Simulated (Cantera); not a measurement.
Charge: 1 mol CCl4, 0.92 mol CH4, equilibrated at 1.00 bar.

Method: chemical equilibrium by Gibbs-energy minimisation in Cantera with the NASA 1993 tables (ideal gas, pure condensed phases). Candidate condensed phases: C, C6H6, C7H8, C8H18; 103 gas species. Ions and electrons are included (thermal ionisation). The tables' values for CCl are old estimates; treat these amounts as uncertain. Kinetics and transport are ignored.

**Question.** At 3500 K, list the 6 most abundant gas species with their mole fractions, and the condensed phases.

**Answer.** Cl 0.410, HCl 0.285, H 0.161, H2 0.0742, C3 0.0292, C2H2 (acetylene) 0.0159. Condensed: C(graphite).
